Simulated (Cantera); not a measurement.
Input: 1 mol SiH4, 0.25 mol O3, 87 mol H2, 7.5 mol H2O, held at 33.0 mbar.

Equilibrium computed with Cantera from the NASA thermochemical tables; the gas is ideal and each condensed phase is pure. Candidate condensed phases: H2O, Si, SiO2; 18 gas species. The tables hold silica as quartz up to 1696 K and as liquid above; real silica turns to tridymite and cristobalite and melts near 1996 K. Kinetics and transport are ignored. All values below are at 1748 K.

Base state: H2 0.933, H2O 0.0650, H 0.00122, SiO 0.000335 (mole fractions); condensed: SiO2(condensed).

What changes in the equilibrium state with this change: SiH4 replaced by TEOS?


```tsv
species	before	after
H2	0.933	0.906
CO	0	0.0706
H2O	0.0650	0.0206
SiO	0.000335	0.00103
CO2	0	0.000443
H	0.00122	0.00120
SiO2(condensed), mol	0.968	0.884
```
The feed counts by its element totals alone. Further candidate phases: C, C6H6, C7H8, C8H18, SiC.
